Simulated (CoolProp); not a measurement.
Properties of carbon monoxide along the isobar 1.01 bar.

Model: reference Helmholtz-energy equation of state, Lemmon 2006, in CoolProp. It is a short technical equation, of lower accuracy than the large ones.

```tsv
T (K)	phase	Z	cv (kJ/(kg K))	speed of sound (m/s)	Joule-Thomson coefficient (K/MPa)	isothermal compressibility (1/MPa)	fugacity coefficient
126.9	gas	0.9889	0.7463	228.3	11.49	10.01	0.9890
142.4	gas	0.9921	0.7447	242.3	9.413	9.980	0.9922
158	gas	0.9943	0.7439	255.6	7.897	9.958	0.9943
173.6	gas	0.9957	0.7434	268.1	6.743	9.943	0.9958
189.1	gas	0.9968	0.7431	280.0	5.840	9.933	0.9968
204.7	gas	0.9976	0.7430	291.4	5.104	9.925	0.9976
220.2	gas	0.9982	0.7429	302.4	4.499	9.919	0.9982
235.8	gas	0.9986	0.7429	313.0	3.987	9.915	0.9986
251.3	gas	0.9990	0.7429	323.1	3.552	9.911	0.9990
266.9	gas	0.9992	0.7431	333.1	3.173	9.908	0.9992
282.5	gas	0.9995	0.7433	342.7	2.843	9.906	0.9995
298	gas	0.9996	0.7437	351.9	2.553	9.905	0.9996
313.6	gas	0.9998	0.7442	361.0	2.295	9.903	0.9998
329.1	gas	0.9999	0.7449	369.8	2.065	9.902	0.9999
344.7	gas	1.0000	0.7458	378.4	1.857	9.901	1.0000
```
